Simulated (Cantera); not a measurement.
Input: 1 mol Si(CH3)4, 23 mol H2, equilibrated at 0.133 bar.

Cantera equilibrium calculation (NASA polynomials, part measured and part estimated; ideal gas, pure solids and liquids). Candidate condensed phases: C, C6H6, C7H8, C8H18, Si, SiC; 87 gas species. The numbers say what is thermodynamically allowed, not how fast it happens. All values below are at 1850 K.

Base state: H2 0.998, H 0.00147, C2H2 (acetylene) 0.000261, CH4 8.70e-5 (mole fractions); condensed: C(graphite) + SiC(s).

**Question.** What changes in the equilibrium state with this change: pressure from 0.133 bar to 10.0 mbar?

**Answer.** 
```tsv
species	before	after
H2	0.998	0.994
H	0.00147	0.00537
C2H2 (acetylene)	0.000261	0.000260
CH4	8.70e-5	6.47e-6
Si	1.46e-6	1.94e-5
C(graphite), mol	2.98	2.99
SiC(s), mol	1.000	0.999
```
